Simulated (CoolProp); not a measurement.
A simple Rankine cycle with R236FA: condensing at 309.15 K, boiler at 1.61 MPa, turbine inlet 379.6 K, turbine efficiency 0.75, pump efficiency 0.7, no recuperator. Each further row changes one setting.

The numbers come from the reference Helmholtz-energy equation of state, Pan 2012 in CoolProp.

```
case                             thermal efficiency (%)  net work (kJ/kg)  heat in (kJ/kg)  turbine exit temperature (K)  volume ratio over the turbine
-------------------------------  ----------------------  ----------------  ---------------  ----------------------------  -----------------------------
as stated                                           8.7              16.3              187                         343.9                           4.70
turbine inlet 399.6 K                               8.6              18.2              211                         366.4                              ?
condensing temperature 301.15 K                     9.9              19.5                ?                             ?                           6.06
boiler pressure 1.13 MPa                            6.9              13.4              195                         355.5                           3.06
turbine efficiency 0.65                             7.5              14.0              187                         346.4                              ?
```

Q: Fill in the missing entries.

A: 
- turbine inlet 399.6 K, volume ratio over the turbine: 4.48
- condensing temperature 301.15 K, heat in (kJ/kg): 197
- condensing temperature 301.15 K, turbine exit temperature (K): 339.1
- turbine efficiency 0.65, volume ratio over the turbine: 4.74
